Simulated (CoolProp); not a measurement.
Methanol along the isotherm 262.55 °C: Z from the reference equation and from simpler models built on Tc = 240.2 °C, pc = 82.16 bar, ω = 0.565; each cubic takes its own stable root.

Model: reference Helmholtz-energy equation of state, de Reuck 1993, in CoolProp.

| p (bar) | phase | reference | van der Waals | Redlich-Kwong |
|---|---|---|---|---|
| 0.39 | gas | 0.9988 | 0.9987 | 0.9986 |
| 0.8 | gas | 0.9975 | 0.9974 | 0.9971 |
| 1.64 | gas | 0.9948 | 0.9946 | 0.9940 |
| 3.37 | gas | 0.9892 | 0.9889 | 0.9876 |
| 6.93 | gas | 0.9773 | 0.9770 | 0.9742 |
| 14.2 | gas | 0.9515 | 0.9519 | 0.9462 |
| 29.2 | gas | ? | ? | 0.8851 |
| 60 | gas | 0.7459 | 0.7568 | 0.7381 |
| 123 | supercritical | ? | 0.3717 | 0.3371 |

Problem. Fill in the missing entries.

Solution. 
- 29.2, reference: 0.8921
- 29.2, van der Waals: 0.8962
- 123, reference: 0.2617
